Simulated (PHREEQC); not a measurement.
A column of 0.1 m (40 cells, dispersivity 0.005 m, 60 s a shift, diffusion coefficient 3e-10 m²/s) holds 0.3 eq of the database's cation exchanger X per kg of pore water, first in equilibrium with 0.071 mol/kgw CaCl2, 0.018 mol/kgw MgCl2 and 1e-05 mol/kgw HCl. It is flushed with 0.023 mol CdCl2, 0.07 mol NaCl and 1e-05 mol HCl per kg of water, at 40 °C. Values are for the last cell. The system is closed to CO2. Nothing may precipitate in this run.

Model: ion-association model, phreeqc.dat, run in PHREEQC.

Problem. Predict Na in solution (mol/kgw), Cd in solution (mol/kgw) at pore volumes = 1.012, 1.512, 4.513.

Solution. 
```json
[
 {"pore volumes": "1.012", "Na in solution (mol/kgw)": "0.00881", "Cd in solution (mol/kgw)": "0.00283"},
 {"pore volumes": "1.512", "Na in solution (mol/kgw)": "0.0288", "Cd in solution (mol/kgw)": "0.00605"},
 {"pore volumes": "4.513", "Na in solution (mol/kgw)": "0.0643", "Cd in solution (mol/kgw)": "0.0152"}
]
```

Species that the database lacks are ignored. At this temperature some constants are extrapolated from 25 °C, and those without enthalpy data are left unchanged.
